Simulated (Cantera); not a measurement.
Feed: 1 mol Fe(CO)5, 1.7 mol N2, held at 1198.15 K and 101000 Pa.

These are equilibrium values from Cantera (NASA tables, ideal gas, pure condensed phases), not measurements of a reactor. Condensed phases not in the tables: cementite and carbon dissolved in iron. Rates play no part.

```tsv
species	before	after
CO2	0.0106	0.510
N2	0.256	0.478
CO	0.733	0.0112
C(graphite), mol	0.0700	3.15
Fe(γ), mol	1.00	0
Fe3O4(s), mol	0	0.333
```
Gas species are given as mole fractions.

**Question.** Which change was made?
(A) N2 from 1.7 to 0.19 mol
(B) temperature from 1198.15 K to 950 K
(C) temperature from 1198.15 K to 700 K
(D) temperature from 1198.15 K to 1600 K

**Answer.** C, temperature from 1198.15 K to 700 K
